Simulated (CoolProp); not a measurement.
Vapour pressure (bar) of sulfur hexafluoride: the reference equation beside estimates from Tc = 45.6 °C, pc = 37.55 bar, ω = 0.210.

Model: reference Helmholtz-energy equation of state, Guder 2009, in CoolProp.

| T (°C) | reference | van der Waals | Soave-Redlich-Kwong |
|---|---|---|---|
| -43.85 | 2.930 | 8.643 | 2.987 |
| -39.75 | 3.441 | 9.438 | 3.509 |
| -35.65 | 4.016 | 10.28 | 4.096 |
| -31.55 | 4.661 | 11.17 | 4.754 |
| -27.45 | 5.380 | 12.10 | 5.488 |
| -23.25 | 6.199 | 13.11 | 6.325 |
| -19.15 | 7.085 | 14.14 | 7.230 |
| -15.05 | 8.062 | 15.22 | 8.228 |
| -10.95 | 9.135 | 16.36 | 9.324 |
| -6.85 | 10.31 | 17.55 | 10.52 |
| -2.75 | 11.59 | 18.78 | 11.83 |
| 1.35 | 12.99 | 20.08 | 13.26 |

Absolute difference from the reference over all 12 rows, mean and median: van der Waals 113.0 and 105.5 %, Soave-Redlich-Kwong 2.0 and 2.0 %.
